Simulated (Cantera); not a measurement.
Charge: 1 mol Si₃N₄, 0.0039 mol O₂, 10 mol N₂, at 825 °C and 1000 Pa.

Equilibrium computed with Cantera from the NASA thermochemical tables; the gas is ideal and each condensed phase is pure. Candidate condensed phases: Si, SiO₂, Si₂N₂O, Si₃N₄; 16 gas species. Mutual solubility and eutectic melting of coexisting phases are not modelled. Equilibrium is a limit: real reactors are often held back by kinetics, nucleation or transport.

What is the equilibrium state?


- x(N₂): 1.00
- n(Si₂N₂O(s)): 0.00780 mol
- n(Si₃N₄(s)): 0.995 mol
- gas amount: 10.00 mol
- log10 activity of Si(s) (absent): -4.70
